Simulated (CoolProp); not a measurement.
A simple Rankine cycle with vinyl chloride: condensing at 304.15 K, boiler at 1.25 MPa, turbine inlet 357.9 K, turbine efficiency 0.85, pump efficiency 0.7, no recuperator. Each further row changes one setting.

The numbers come from the reference Helmholtz-energy equation of state, Thol 2022 in CoolProp.

```
case                             thermal efficiency (%)  net work (kJ/kg)  heat in (kJ/kg)  turbine exit temperature (K)  volume ratio over the turbine
-------------------------------  ----------------------  ----------------  ---------------  ----------------------------  -----------------------------
as stated                                           8.8              31.2              354                         310.6                           2.48
turbine inlet 377.9 K                               9.0        (withheld)              377                         331.0                     (withheld)
condensing temperature 296.15 K                    10.5              38.3              366                         300.3                           3.07
boiler pressure 0.875 MPa                           5.9              21.3       (withheld)                    (withheld)                     (withheld)
turbine efficiency 0.75                             7.7              27.3              354                    (withheld)                     (withheld)
```

**Question.** Some entries are withheld; supply them.

**Answer.** 
- turbine inlet 377.9 K, net work (kJ/kg): 34.0
- turbine inlet 377.9 K, volume ratio over the turbine: 2.47
- boiler pressure 0.875 MPa, heat in (kJ/kg): 362
- boiler pressure 0.875 MPa, turbine exit temperature (K): 328.8
- boiler pressure 0.875 MPa, volume ratio over the turbine: 1.77
- turbine efficiency 0.75, turbine exit temperature (K): 314.5
- turbine efficiency 0.75, volume ratio over the turbine: 2.52
